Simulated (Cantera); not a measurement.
Input: 1 mol CH3Cl, 0.47 mol H2, at 700 K and 0.100 bar.

Equilibrium computed with Cantera from the NASA thermochemical tables; the gas is ideal and each condensed phase is pure. Candidate condensed phases: C, C6H6, C7H8, C8H18; 91 gas species. The numbers say what is thermodynamically allowed, not how fast it happens.

Base state: HCl 0.461, H2 0.402, CH4 0.137 (mole fractions); condensed: C(graphite).

Task: What changes in the equilibrium state with this change: temperature from 700 K to 1498 K?

Result: 
```tsv
species	before	after
H2	0.402	0.595
HCl	0.461	0.405
CH4	0.137	9.19e-5
H	<1e-9	4.19e-5
Cl	<1e-9	2.30e-5
C(graphite), mol	0.701	1.000
```

Task: What changes in the equilibrium state with this change: temperature from 700 K to 1825 K?

Result: 
```csv
species,before,after
H2,0.402,0.594
HCl,0.461,0.404
H,<1e-9,0.00107
CH4,0.137,2.50e-5
Cl,<1e-9,0.000557
C2H2 (acetylene),<1e-9,0.000128
"C(graphite), mol",0.701,0.999
```
